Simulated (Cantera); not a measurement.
A perfectly stirred reactor is fed with CH4 : C2H6 : C3H8 : O2 : N2 : CO2 = 1 : 0.06 : 1.5 : 10.8 : 40.6 : 7 (molar parts), equivalence ratio 0.90, at 2.17 atm; it is adiabatic with a 500 K inlet, and is followed from long to short residence time, starting on the burning branch (τ in s: 0.29, 0.1, 0.038, 0.014, 0.0051, 0.0018, 0.00067, 0.00025, 9e-05, 3.3e-05, 1.2e-05, 4.4e-06).

Computed with Cantera and GRI-Mech 3.0 (53 species, 325 reactions). GRI-Mech 3.0 was tuned for natural gas; its chemistry of propane as a main component is partial and can be far from experiment.

### Question
Predict: blow-out, bracketed by the residence times tried; x(CH4) at τ = 0.290 s; x(C2H6) at τ = 0.290 s; x(C3H8) at τ = 0.290 s; x(C2H2) at τ = 0.290 s; x(H2O2) at τ = 0.290 s; x(CH4) at τ = 0.670 ms; x(C2H6) at τ = 0.670 ms; x(C3H8) at τ = 0.670 ms; x(C2H2) at τ = 0.670 ms; x(H2O2) at τ = 0.670 ms.

### Answer
| Quantity | Value |
|---|---|
| blow-out, bracketed by the residence times tried | burning at 90.0 µs, out at 33.0 µs |
| x(CH4) at τ = 0.290 s | 4.10e-7 |
| x(C2H6) at τ = 0.290 s | 2.56e-9 |
| x(C3H8) at τ = 0.290 s | 5.89e-8 |
| x(C2H2) at τ = 0.290 s | 6.32e-7 |
| x(H2O2) at τ = 0.290 s | 6.61e-8 |
| x(CH4) at τ = 0.670 ms | 3.67e-5 |
| x(C2H6) at τ = 0.670 ms | 5.22e-7 |
| x(C3H8) at τ = 0.670 ms | 1.09e-5 |
| x(C2H2) at τ = 0.670 ms | 1.46e-5 |
| x(H2O2) at τ = 0.670 ms | 4.13e-7 |
